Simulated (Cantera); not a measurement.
An isothermal, constant-pressure homogeneous reactor starts with C2H6 : N2 = 1 : 270 (molar parts), at 1473 K and 10.00 Torr.

Cantera simulation using GRI-Mech 3.0 (53 species, 325 reactions); the numbers are that mechanism's predictions, not measurements. GRI-Mech 3.0 stops at C3 and has no aromatics, soot or wall deposition, so with more carbon than oxygen in the feed, carbon stays in small species such as C2H2 where larger ones or solid carbon would form. Radical loss at walls, strong at low pressure, is not modelled.

Predict: x(C2H6) at 4.00 s; x(CH2) at 4.00 s; x(H) at 4.00 s; x(CH4) at 4.00 s; x(H2) at 4.00 s; x(C2H) at 4.00 s.


```json
{
 "x(C2H6) at 4.00 s": "3.74e-8 (gas-phase equilibrium <1e-12)",
 "x(CH2) at 4.00 s": "9.93e-9 (gas-phase equilibrium 3.68e-12)",
 "x(H) at 4.00 s": "1.01e-5 (gas-phase equilibrium 9.44e-6)",
 "x(CH4) at 4.00 s": "0.000302 (gas-phase equilibrium 1.37e-7)",
 "x(H2) at 4.00 s": "0.00686 (gas-phase equilibrium 0.00732)",
 "x(C2H) at 4.00 s": "8.15e-9 (gas-phase equilibrium 4.26e-10)"
}
```
